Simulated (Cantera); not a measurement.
What does this Cantera script print?

```python
import numpy as np
import cantera as ct

gas = ct.Solution("gri30.yaml")


def delay(T, t_max=10):
    gas.TPX = T, 500000, {'CO': 1, 'H2': 0.31, 'CH4': 0.052, 'O2': 1.04, 'N2': 4.26}
    reactor = ct.IdealGasReactor(gas, clone=False)
    net = ct.ReactorNet([reactor])
    net.rtol, net.atol = 1e-8, 1e-16
    while net.time < t_max:
        t_old, T_old = net.time, reactor.T
        net.step()
        if reactor.T > T + 400:  # ignition: a rise of 400 K
            return t_old + (T + 400 - T_old) / (reactor.T - T_old) * (net.time - t_old)
    return np.nan


taus = []
for T in [975, 1050, 1125, 1200, 1275, 1350, 1425]:
    taus.append(delay(T))
    print(f"T0 = {T:6g} K   tau = {taus[-1]:.4e} s")
```

It prints:

```
T0 =    975 K   tau = 8.2105e-03 s
T0 =   1050 K   tau = 9.8731e-04 s
T0 =   1125 K   tau = 1.4910e-04 s
T0 =   1200 K   tau = 4.2273e-05 s
T0 =   1275 K   tau = 2.0069e-05 s
T0 =   1350 K   tau = 1.2400e-05 s
T0 =   1425 K   tau = 8.7886e-06 s
```

Cantera simulation using GRI-Mech 3.0 (53 species, 325 reactions); the numbers are that mechanism's predictions, not measurements. Below about 1000 K GRI-Mech 3.0 lacks low-temperature oxidation paths.
